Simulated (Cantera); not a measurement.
Cantera run:

```python
import numpy as np
import cantera as ct

gas_names = """
    B BCL BCL2 BCL3 BH BH2 BH3 BN B2 CL CL2 H HCL H2 N NH NH2 NH3 N2 N2H2 N2H4
""".split()
cond_names = """
    B(b) B(L) BN(s) NH4CL(a) NH4CL(b)
""".split()


# ... load() reads the species with a 1 bar reference pressure and builds the phases ...
atoms = {
    'BCl3': {'B': 1, 'CL': 3},
    'NH3': {'N': 1, 'H': 3},
    'H2': {'H': 2},
}
top_T = {'BN(s)': 3200}  # K; cautious upper limits of use, not melting points


# ... equilibrate(T, P, feed) seeds the gas with the atoms and calls Mixture.equilibrate('TP', solver="vcs", rtol=1e-11, max_steps=5000) ...
results = []
feed = {'BCl3': 1, 'NH3': 13, 'H2': 11}  # mol
T = 773.15  # K
P = 22000  # Pa
mix = equilibrate(T, P, feed)
results.append((T, P, feed, dict(zip(mix.species_names, mix.species_moles))))
x = sorted(zip(gas.X, gas.species_names), reverse=True)
print(f"T = {T:g} K  P = {P:g} Pa  gas = {mix.phase_moles(0):.4g} mol")
print("   x: " + "  ".join(f"{s} {v:.3e}" for v, s in x if v > 1e-05))
print("   condensed (mol): " + ("  ".join(f"{mix.phase(i).name} {mix.phase_moles(i):.4g}"
      for i in range(1, mix.n_phases) if mix.phase_moles(i) > 1e-12) or "none"))
```

It prints:

```
T = 773.15 K  P = 22000 Pa  gas = 37.99 mol
   x: H2 7.630e-01  N2 1.578e-01  HCL 7.897e-02  NH3 2.303e-04
   condensed (mol): BN(s) 1
```

These are equilibrium values from Cantera (NASA tables, ideal gas, pure condensed phases), not measurements of a reactor.
